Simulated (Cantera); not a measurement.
A freely propagating, adiabatic, planar premixed flame of C₃H₈ : O₂ : N₂ = 1 : 3.33 : 12.3 (molar parts), unburnt at 500 K and 1.01 bar; mixture-averaged transport, grid criteria slope 0.08 and curve 0.16, no radiation.

Computed with Cantera and GRI-Mech 3.0 (53 species, 325 reactions). GRI-Mech 3.0 was tuned for natural gas; its chemistry of propane as a main component is partial and can be far from experiment. Burning velocities carry a grid error of a few per cent, more on coarse grids.

Question: How do the results move with these cheaper or finer settings: unity-Lewis-number transport; multicomponent transport; multicomponent+Soret transport; grid criteria slope 0.5, curve 1; grid criteria slope 0.25, curve 0.5; grid criteria slope 0.03, curve 0.06?

Answer: 
```json
[
 {"setting": "as above", "laminar burning velocity": "61.7 cm/s", "thermal thickness": "0.409 mm", "peak x(H₂O₂)": "1.56e-5", "peak x(C₂H₂)": "0.00635", "grid points": "141"},
 {"setting": "unity-Lewis-number transport", "laminar burning velocity": "42.4 cm/s", "thermal thickness": "0.515 mm", "peak x(H₂O₂)": "4.97e-6", "peak x(C₂H₂)": "0.00471", "grid points": "134"},
 {"setting": "multicomponent transport", "laminar burning velocity": "61.3 cm/s", "thermal thickness": "0.415 mm", "peak x(H₂O₂)": "1.55e-5", "peak x(C₂H₂)": "0.00636", "grid points": "141"},
 {"setting": "multicomponent+Soret transport", "laminar burning velocity": "60.9 cm/s", "thermal thickness": "0.411 mm", "peak x(H₂O₂)": "1.54e-5", "peak x(C₂H₂)": "0.00627", "grid points": "141"},
 {"setting": "grid criteria slope 0.5, curve 1", "laminar burning velocity": "69.4 cm/s", "thermal thickness": "0.442 mm", "peak x(H₂O₂)": "1.73e-5", "peak x(C₂H₂)": "0.00637", "grid points": "38"},
 {"setting": "grid criteria slope 0.25, curve 0.5", "laminar burning velocity": "63.5 cm/s", "thermal thickness": "0.426 mm", "peak x(H₂O₂)": "1.65e-5", "peak x(C₂H₂)": "0.00644", "grid points": "58"},
 {"setting": "grid criteria slope 0.03, curve 0.06", "laminar burning velocity": "61.4 cm/s", "thermal thickness": "0.402 mm", "peak x(H₂O₂)": "1.56e-5", "peak x(C₂H₂)": "0.00629", "grid points": "343"}
]
```
The base run took roughly 10 core-seconds.
Unity Lewis numbers drop preferential diffusion, which matters most where H2 and H carry the flame; Soret adds thermal diffusion.
